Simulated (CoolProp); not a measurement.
Vapour pressure (kPa) of R123: the reference equation beside estimates from Tc = 183.7 °C, pc = 3662 kPa, ω = 0.282. Clausius-Clapeyron is anchored at 23.45 °C with a constant enthalpy of vaporisation of 26.31 kJ/mol.

Model: reference Helmholtz-energy equation of state, Younglove 1994, in CoolProp. It is a modified Benedict-Webb-Rubin equation, recast in Helmholtz form.

| T (°C) | reference | Lee-Kesler | Clausius-Clapeyron | van der Waals | Redlich-Kwong | Soave-Redlich-Kwong | Peng-Robinson |
|---|---|---|---|---|---|---|---|
| 23.45 | 86.22 | 85.61 | 86.22 | 494.4 | 164.0 | 85.80 | 86.46 |
| 27.95 | 101.8 | 101.2 | 101.1 | 536.1 | 188.6 | 101.4 | 101.9 |
| 32.35 | 119.1 | 118.6 | 117.6 | 579.0 | 215.1 | 118.7 | 119.0 |
| 36.85 | 139.0 | 138.7 | 136.7 | 625.3 | 245.0 | 138.7 | 138.8 |
| 41.25 | 161.0 | 160.7 | 157.7 | 672.8 | 277.0 | 160.7 | 160.5 |
| 45.75 | 186.1 | 186.0 | 181.8 | 723.8 | 312.8 | 185.9 | 185.4 |
| 50.15 | 213.4 | 213.6 | 208.1 | 776.0 | 350.9 | 213.5 | 212.5 |
| 54.55 | 243.8 | 244.2 | 237.3 | 830.6 | 392.3 | 244.1 | 242.7 |
| 59.05 | 278.2 | 278.9 | 270.5 | 889.0 | 438.1 | 278.8 | 276.8 |

Absolute difference from the reference over all 9 rows, mean and median: Lee-Kesler 0.3 and 0.2 %, Clausius-Clapeyron 1.8 and 2.0 %, van der Waals 329.6 and 317.9 %, Redlich-Kwong 72.8 and 72.0 %, Soave-Redlich-Kwong 0.2 and 0.2 %, Peng-Robinson 0.3 and 0.3 %.
